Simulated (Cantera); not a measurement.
An isothermal, constant-pressure homogeneous reactor starts with CH4 : H2O = 1 : 0.57 (molar parts), at 1973 K and 3.95 atm. Integrator tolerance rtol = 1e-08.

Cantera simulation using GRI-Mech 3.0 (53 species, 325 reactions); the numbers are that mechanism's predictions, not measurements. GRI-Mech 3.0 stops at C3 and has no aromatics, soot or wall deposition, so with more carbon than oxygen in the feed, carbon stays in small species such as C2H2 where larger ones or solid carbon would form.

Question: What does this change do: temperature 1973 to 1600 K?

Answer: 
```json
[
 {"quantity": "x(CH4) at 6.00 s", "before": "0.0114 (gas-phase equilibrium 0.0114)", "after": "0.114 (gas-phase equilibrium 0.0979)"},
 {"quantity": "x(H2O) at 6.00 s", "before": "6.09e-6 (gas-phase equilibrium 6.14e-6)", "after": "0.0350 (gas-phase equilibrium 1.41e-5)"},
 {"quantity": "x(CH3) at 6.00 s", "before": "0.000178 (gas-phase equilibrium 0.000178)", "after": "7.90e-5 (gas-phase equilibrium 6.62e-5)"},
 {"quantity": "x(O) at 6.00 s", "before": "<1e-12 (gas-phase equilibrium <1e-12)", "after": "<1e-12 (gas-phase equilibrium <1e-12)"},
 {"quantity": "x(OH) at 6.00 s", "before": "4.56e-10 (gas-phase equilibrium 4.60e-10)", "after": "4.69e-8 (gas-phase equilibrium 1.83e-11)"}
]
```

Question: What does this change do: temperature 1973 to 1548 K?

Answer: 
| quantity | before | after |
|---|---|---|
| x(CH4) at 6.00 s | 0.0114 (gas-phase equilibrium 0.0114) | 0.166 (gas-phase equilibrium 0.119) |
| x(H2O) at 6.00 s | 6.09e-6 (gas-phase equilibrium 6.14e-6) | 0.0875 (gas-phase equilibrium 1.93e-5) |
| x(CH3) at 6.00 s | 0.000178 (gas-phase equilibrium 0.000178) | 6.96e-5 (gas-phase equilibrium 4.62e-5) |
| x(O) at 6.00 s | <1e-12 (gas-phase equilibrium <1e-12) | <1e-12 (gas-phase equilibrium <1e-12) |
| x(OH) at 6.00 s | 4.56e-10 (gas-phase equilibrium 4.60e-10) | 6.05e-8 (gas-phase equilibrium 1.23e-11) |
